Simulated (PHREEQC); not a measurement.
Make-up at 47 °C: 0.0465 mol CuSO4, 0.032 mol H2SO4 and 0.0011 mol FeCl3 per kg of water. It is in equilibrium with CO2 at log p = -3.5 (atm). Otherwise closed; pH follows from the charge balance.

The numbers come from PHREEQC with the ion-association model, phreeqc.dat.

The ionic strength comes out as 0.139 mol/kgw. What activity coefficients do CuCl+, HSO4-, Fe+3, FeHSO4+2, FeOH+2 get?

CuCl+ 0.74, HSO4- 0.76, Fe+3 0.14, FeHSO4+2 0.32, FeOH+2 0.32.

This is a speciation only: nothing precipitates in the calculation. Saturation is exceeded, for instance for Hematite (slow to form), Goethite (slow to form); the values hold only as long as no solid forms. At this temperature some constants are extrapolated from 25 °C, and those without enthalpy data are left unchanged.
